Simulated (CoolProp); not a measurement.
Vapour-liquid equilibrium of fluoroethane (R161) (1) + R134a (2) at 465 kPa; x and y are mole fractions of (1).

Values from CoolProp's multi-fluid Helmholtz-energy mixture model, Wu 2012 and Tillner-Roth 1994; pair parameters Bell 2016.

Question: Give the bubble temperature and the first vapour's composition at x = 0.05, 0.45, 0.85. Is there an azeotrope?

Answer: x = 0.05: 286.2 K, y = 0.062; x = 0.45: 282.0 K, y = 0.527; x = 0.85: 277.0 K, y = 0.896. No azeotrope shows between x = 0.05 and 0.95.

The pair parameters rest on a limited set of measurements; away from them the model extrapolates.
